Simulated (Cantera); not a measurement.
A perfectly stirred reactor is fed with 12.0 % H2, 7.69 % O2, 76.9 % N2, 3.36 % H2O, equivalence ratio 0.78, at 760 Torr; it is adiabatic with a 400 K inlet, and is followed from long to short residence time, starting on the burning branch (τ in s: 0.1, 0.05, 0.024, 0.012, 0.0056, 0.0027, 0.0013, 0.00064, 0.00031, 0.00015, 7.2e-05).

Detailed kinetics in Cantera: GRI-Mech 3.0 (53 species, 325 reactions).

One state of this run: T (K) = 1220; x H2 = 0.0107; x O2 = 0.0233; x H2O = 0.149; x H2O2 = 3.29e-6; x NO2 = 6.99e-10; x NO = 1.88e-6; x OH = 0.00102. x: mole fraction; the columns are a selection and need not sum to one.

Q: Which value of τ (s) does it belong to?
(A) 0.00031
(B) 0.0013
(C) 0.0056
(D) 0.00064

A: D, 0.00064
